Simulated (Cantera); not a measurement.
## Thermodynamics of silicon etching in halogen gases, feed Si + SF₆ + NF₃

Charge: 1 mol Si, 0.82 mol SF₆, 3.6 mol NF₃, equilibrated at 10.0 mbar.

Equilibrium computed with Cantera from the NASA thermochemical tables; the gas is ideal and each condensed phase is pure. Candidate condensed phases: S, Si, Si₃N₄; 29 gas species. Rates play no part.

```csv
T (K),x F,x F₂,x NF₃,x N₂,x SiF₄,x SF₆
673,0.00355,0.187,0.290,0.185,0.184,0.151
748,0.0218,0.378,0.0890,0.232,0.154,0.126
823,0.0753,0.413,0.0153,0.243,0.139,0.114
898,0.187,0.343,0.00232,0.232,0.129,0.106
973,0.352,0.223,0.000303,0.211,0.117,0.0963
1048,0.507,0.108,3.10e-5,0.191,0.106,0.0872
1123,0.596,0.0419,2.73e-6,0.180,0.1000,0.0820
1198,0.632,0.0155,2.57e-7,0.175,0.0975,0.0799
```
x: gas mole fraction; nothing condenses.

From 673 K to 1198 K nothing is condensed. The main Si-bearing gas is SiF₄ throughout.
